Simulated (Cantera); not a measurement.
Feed: 1 mol Zr, 1.5 mol N2O, 2.5 mol N2, held at 0.150 Pa.

These are equilibrium values from Cantera (NASA tables, ideal gas, pure condensed phases), not measurements of a reactor. Candidate condensed phases: Zr, ZrN, ZrO2; 13 gas species. Mutual solubility and eutectic melting of coexisting phases are not modelled. ZrN: taken at fixed stoichiometry. Condensed phases not in the tables: solid solutions among these carbides, nitrides and lower oxides. Equilibrium is a limit: real reactors are often held back by kinetics, nucleation or transport.

x: gas mole fraction; n: condensed amount in mol.

```json
[
 {"T (K)": "1873", "x N2": "1.000", "x ZrO": "0.000163", "x O": "9.29e-8", "x ZrO2": "9.35e-7", "n ZrN(s)": "0.250", "n ZrO2(tetragonal)": "0.750"},
 {"T (K)": "2023", "x N2": "0.993", "x ZrO": "…", "x O": "…", "x ZrO2": "…", "n ZrN(s)": "0.236", "n ZrO2(tetragonal)": "0.736"},
 {"T (K)": "2173", "x N2": "0.889", "x ZrO": "0.109", "x O": "3.66e-5", "x ZrO2": "0.000896", "n ZrN(s)": "0", "n ZrO2(tetragonal)": "0.500"},
 {"T (K)": "2323", "x N2": "0.867", "x ZrO": "0.114", "x O": "0.00535", "x ZrO2": "0.0141", "n ZrN(s)": "0", "n ZrO2(tetragonal)": "0.411"},
 {"T (K)": "2473", "x N2": "0.749", "x ZrO": "0.156", "x O": "0.0626", "x ZrO2": "0.0309", "n ZrN(s)": "0", "n ZrO2(tetragonal)": "0"},
 {"T (K)": "2623", "x N2": "0.732", "x ZrO": "0.174", "x O": "…", "x ZrO2": "…", "n ZrN(s)": "0", "n ZrO2(tetragonal)": "0"},
 {"T (K)": "2773", "x N2": "0.722", "x ZrO": "0.173", "x O": "0.0948", "x ZrO2": "0.00182", "n ZrN(s)": "0", "n ZrO2(tetragonal)": "0"}
]
```

**Question.** Complete the blanks.

**Answer.** 
- 2023, x ZrO: 0.00712
- 2023, x O: 1.75e-6
- 2023, x ZrO2: 3.75e-5
- 2623, x O: 0.0844
- 2623, x ZrO2: 0.00790
